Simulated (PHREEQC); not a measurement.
HNO3 is added in steps, without added water, to 1 kg of water holding 0.0042 mol/kgw KHCO3 and 0.00099 mol/kgw NaF, at 25 °C. Oxygen is held at 0.21 atm. CO2 from the air is kept out. Only these solids could form: Nahcolite, Natron.

Base run: PHREEQC, ion-association model, wateq4f.dat. Each further column changes one thing. The table gives F- (mol/kgw).

| HNO3 added (mol) | base | database phreeqc.dat | Debye-Hückel limiting law | Davies equation for every ion | metal-ligand complexes left out |
|---|---|---|---|---|---|
| 0 | 0.000990 | 0.000990 | 0.000990 | 0.000990 | 0.000990 |
| 0.0026 | 0.000988 | 0.000988 | 0.000988 | 0.000988 | 0.000989 |
| 0.0052 | 0.000566 | 0.000566 | 0.000569 | 0.000567 | 0.000566 |
| 0.0091 | 0.000163 | 0.000164 | … | 0.000164 | 0.000163 |
| 0.0117 | 0.000109 | 0.000110 | … | 0.000110 | 0.000109 |
| 0.0143 | 8.25e-5 | 8.28e-5 | … | 8.35e-5 | 8.25e-5 |
| 0.0169 | 6.66e-5 | 6.69e-5 | 7.03e-5 | 6.75e-5 | 6.66e-5 |
| 0.0208 | 5.20e-5 | 5.22e-5 | … | 5.28e-5 | 5.20e-5 |
| 0.0234 | 4.55e-5 | 4.57e-5 | … | 4.63e-5 | 4.55e-5 |
| 0.026 | 4.05e-5 | 4.07e-5 | 4.40e-5 | 4.13e-5 | 4.05e-5 |

What belongs in the gaps?


- 0.0091, Debye-Hückel limiting law: 0.000168
- 0.0117, Debye-Hückel limiting law: 0.000113
- 0.0143, Debye-Hückel limiting law: 8.64e-5
- 0.0208, Debye-Hückel limiting law: 5.55e-5
- 0.0234, Debye-Hückel limiting law: 4.90e-5

 phreeqc.dat and wateq4f.dat share most of their constants, so their agreement is no independent check.
